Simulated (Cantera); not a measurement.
A freely propagating, adiabatic, planar premixed flame of 21.9 % H₂, 15.4 % O₂, 58.1 % N₂, 4.60 % H₂O, equivalence ratio 0.71, unburnt at 300 K and 100.0 Torr; mixture-averaged transport, grid criteria slope 0.08 and curve 0.16, no radiation.

Model: the H2/O2 subset of GRI-Mech 3.0, which has no nitrogen chemistry, integrated in Cantera. Burning velocities carry a grid error of a few per cent, more on coarse grids.

Q: Predict: laminar burning velocity; thermal thickness; peak x(O); peak x(H₂O₂); peak x(H).

A: 
```json
{
  "laminar_burning_velocity": "125 cm/s",
  "thermal_thickness": "4.23 mm",
  "peak x(O)": "0.00954",
  "peak x(H₂O₂)": "4.79e-5",
  "peak x(H)": "0.0311"
}
```
